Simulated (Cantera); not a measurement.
An isothermal, constant-pressure homogeneous reactor starts with CH4 : O2 : N2 = 0.0062 : 0.0026 : 1 (molar parts), equivalence ratio 4.8, at 1450 K and 5.53 atm. Integrator tolerance rtol = 1e-08.

Cantera simulation using GRI-Mech 3.0 (53 species, 325 reactions); the numbers are that mechanism's predictions, not measurements.

Question: What does this change do: N2 1 to 0.42 parts?

Answer: 
```
quantity                                            before                                     after
-----------------  ---------------------------------------  ----------------------------------------
x(CH4) at 2.00 s   0.00159 (gas-phase equilibrium 2.12e-5)  0.00359 (gas-phase equilibrium 0.000165)
x(O2) at 2.00 s    6.40e-11 (gas-phase equilibrium <1e-12)     <1e-12 (gas-phase equilibrium <1e-12)
x(C2H2) at 2.00 s  0.00124 (gas-phase equilibrium 4.14e-6)   0.00282 (gas-phase equilibrium 2.02e-5)
x(N2O) at 2.00 s     <1e-12 (gas-phase equilibrium <1e-12)     <1e-12 (gas-phase equilibrium <1e-12)
x(H) at 2.00 s     2.59e-7 (gas-phase equilibrium 4.35e-7)   3.99e-7 (gas-phase equilibrium 6.61e-7)
```

Question: What does this change do: 0.075 parts H2 added?

Answer: 
| quantity | before | after |
|---|---|---|
| x(CH4) at 2.00 s | 0.00159 (gas-phase equilibrium 2.12e-5) | 0.00435 (gas-phase equilibrium 0.000264) |
| x(O2) at 2.00 s | 6.40e-11 (gas-phase equilibrium <1e-12) | <1e-12 (gas-phase equilibrium <1e-12) |
| x(C2H2) at 2.00 s | 0.00124 (gas-phase equilibrium 4.14e-6) | 0.000456 (gas-phase equilibrium 2.06e-6) |
| x(N2O) at 2.00 s | <1e-12 (gas-phase equilibrium <1e-12) | <1e-12 (gas-phase equilibrium <1e-12) |
| x(H) at 2.00 s | 2.59e-7 (gas-phase equilibrium 4.35e-7) | 1.02e-6 (gas-phase equilibrium 1.13e-6) |

Question: What does this change do: temperature 1450 to 1200 K?

Answer: 
```tsv
quantity	before	after
x(CH4) at 2.00 s	0.00159 (gas-phase equilibrium 2.12e-5)	0.00592 (gas-phase equilibrium 0.000460)
x(O2) at 2.00 s	6.40e-11 (gas-phase equilibrium <1e-12)	0.00245 (gas-phase equilibrium <1e-12)
x(C2H2) at 2.00 s	0.00124 (gas-phase equilibrium 4.14e-6)	8.25e-7 (gas-phase equilibrium 2.14e-6)
x(N2O) at 2.00 s	<1e-12 (gas-phase equilibrium <1e-12)	1.59e-9 (gas-phase equilibrium <1e-12)
x(H) at 2.00 s	2.59e-7 (gas-phase equilibrium 4.35e-7)	9.54e-10 (gas-phase equilibrium 8.81e-9)
```
